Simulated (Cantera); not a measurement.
An isothermal, constant-pressure homogeneous reactor starts with C₂H₆ : N₂ = 1 : 2.5 (molar parts), at 1375 K and 20.0 Torr. Integrator tolerance rtol = 1e-08.

Model: GRI-Mech 3.0 (53 species, 325 reactions), integrated in Cantera. GRI-Mech 3.0 stops at C3 and has no aromatics, soot or wall deposition, so with more carbon than oxygen in the feed, carbon stays in small species such as C2H2 where larger ones or solid carbon would form. Radical loss at walls, strong at low pressure, is not modelled.

What does this change do: temperature 1375 to 1948 K?


```csv
quantity,before,after
x(C₂H₆) at 40.0 s,5.69e-6 (gas-phase equilibrium 3.08e-7),8.00e-11 (gas-phase equilibrium 5.92e-11)
x(C₂H) at 40.0 s,2.84e-9 (gas-phase equilibrium 3.67e-9),3.27e-5 (gas-phase equilibrium 2.03e-5)
x(C₂H₂) at 40.0 s,0.159 (gas-phase equilibrium 0.128),0.181 (gas-phase equilibrium 0.112)
x(C₂H₄) at 40.0 s,0.00145 (gas-phase equilibrium 0.00134),1.57e-5 (gas-phase equilibrium 9.72e-6)
x(H) at 40.0 s,6.33e-6 (gas-phase equilibrium 1.26e-5),0.00419 (gas-phase equilibrium 0.00419)
x(HCN) at 40.0 s,1.16e-8 (gas-phase equilibrium 0.100),0.000585 (gas-phase equilibrium 0.139)
```
